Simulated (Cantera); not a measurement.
Charge: 1 mol FeS2, 0.11 mol SO3, 1.7 mol N2, at 1873.15 K and 0.133 bar.

Method: chemical equilibrium by Gibbs-energy minimisation in Cantera with the NASA 1993 tables (ideal gas, pure condensed phases). Candidate condensed phases: Fe, FeO, FeS, FeSO4, FeS2, Fe2O3, Fe2(SO4)3, Fe3O4, S; 19 gas species. FeS: taken at fixed stoichiometry. The numbers say what is thermodynamically allowed, not how fast it happens.

Base state: N2 0.724, S2 0.195, SO2 0.0611, SO 0.0162, S2O 0.00205, S 0.00158, Fe 0.000110 (mole fractions); condensed: FeS(l).

Question: What changes in the equilibrium state with this change: pressure from 0.133 bar to 2.00 bar?

Answer: 
```json
[
 {"species": "N2", "before": "0.724", "after": "0.726"},
 {"species": "S2", "before": "0.195", "after": "0.196"},
 {"species": "SO2", "before": "0.0611", "after": "0.0642"},
 {"species": "SO", "before": "0.0162", "after": "0.00844"},
 {"species": "Fe", "before": "0.000110", "after": "1.89e-6"},
 {"species": "S", "before": "0.00158", "after": "0.000411"},
 {"species": "S2O", "before": "0.00205", "after": "0.00416"},
 {"species": "FeS(l), mol", "before": "1.000", "after": "1.000"}
]
```
